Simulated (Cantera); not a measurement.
Feed: 1 mol AlCl3, 8.5 mol O2, 2.4 mol H2, at 775 K and 750 Torr.

Equilibrium computed with Cantera from the NASA thermochemical tables; the gas is ideal and each condensed phase is pure. Candidate condensed phases: Al, AlCl3, Al2O3, H2O; 29 gas species. Condensed phases not in the tables: AlOCl. The numbers say what is thermodynamically allowed, not how fast it happens.

Base state: O2 0.635, H2O 0.179, Cl2 0.0953, HCl 0.0901 (mole fractions); condensed: Al2O3(s).

Task: What changes in the equilibrium state with this change: H2 from 2.4 to 5.3 mol?

Result: 
| species | before | after |
|---|---|---|
| O2 | 0.635 | 0.445 |
| H2O | 0.179 | 0.374 |
| HCl | 0.0901 | 0.117 |
| Cl2 | 0.0953 | 0.0641 |
| Al2O3(s), mol | 0.500 | 0.500 |
